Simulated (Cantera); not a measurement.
Input: 1 mol B, 4.2 mol H2, 1.1 mol NH3, at 10.0 Torr.

Equilibrium computed with Cantera from the NASA thermochemical tables; the gas is ideal and each condensed phase is pure. Candidate condensed phases: B, BN; 15 gas species. Mutual solubility and eutectic melting of coexisting phases are not modelled. The tables' values for BH2 are old estimates; treat these amounts as uncertain. The numbers say what is thermodynamically allowed, not how fast it happens.

x: gas mole fraction; n: condensed amount in mol.

| T (°C) | x H2 | x H | x N2 | x BH2 | x B | n BN(s) | n B(s) | n B(l) |
|---|---|---|---|---|---|---|---|---|
| 477 | 0.992 | 2.73e-12 | 0.00847 | <1e-12 | <1e-12 | 1.00 | 0 | 0 |
| 677 | 0.992 | [?] | 0.00847 | <1e-12 | <1e-12 | 1.00 | 0 | 0 |
| 877 | 0.992 | 6.43e-7 | 0.00847 | 1.32e-12 | <1e-12 | 1.00 | 0 | 0 |
| 1077 | 0.992 | 2.06e-5 | 0.00847 | 1.31e-9 | <1e-12 | 1.00 | 0 | 0 |
| 1277 | 0.991 | 0.000272 | 0.00847 | 2.14e-7 | 8.12e-12 | 1.000 | 0 | 0 |
| 1477 | 0.990 | 0.00200 | 0.00847 | 1.08e-5 | 1.03e-8 | 1.000 | 0 | 0 |
| 1677 | 0.981 | 0.00983 | 0.00855 | 0.000237 | 2.95e-6 | 0.999 | 0 | 0 |
| 1877 | [?] | [?] | [?] | 0.000930 | [?] | [?] | [?] | 0 |
| 2077 | 0.817 | 0.0976 | 0.0816 | 0.00210 | 0.00140 | 0 | 0 | 0.975 |

Complete the blanks.


- 677, x H: 4.80e-9
- 1877, x H2: 0.894
- 1877, x H: 0.0345
- 1877, x N2: 0.0708
- 1877, x B: 0.000102
- 1877, n BN(s): 0.192
- 1877, n B(s): 0.801
